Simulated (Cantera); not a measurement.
A freely propagating, adiabatic, planar premixed flame of CH4 : O2 : N2 = 1 : 2.25 : 10.3 (molar parts), equivalence ratio 0.89, unburnt at 475 K and 0.170 bar; mixture-averaged transport, grid criteria slope 0.08 and curve 0.16, no radiation.

Computed with Cantera and GRI-Mech 3.0 (53 species, 325 reactions). Burning velocities carry a grid error of a few per cent, more on coarse grids.

Task: What does this change do: CH4 1 to 1.3 parts?

Result: 
```json
[
 {"quantity": "laminar burning velocity", "before": "85.4 cm/s", "after": "87.7 cm/s"},
 {"quantity": "thermal thickness", "before": "2.13 mm", "after": "2.01 mm"},
 {"quantity": "peak x(C2H)", "before": "3.03e-8", "after": "3.24e-7"},
 {"quantity": "peak x(HO2)", "before": "0.000107", "after": "9.53e-5"},
 {"quantity": "peak x(H)", "before": "0.00980", "after": "0.0135"}
]
```
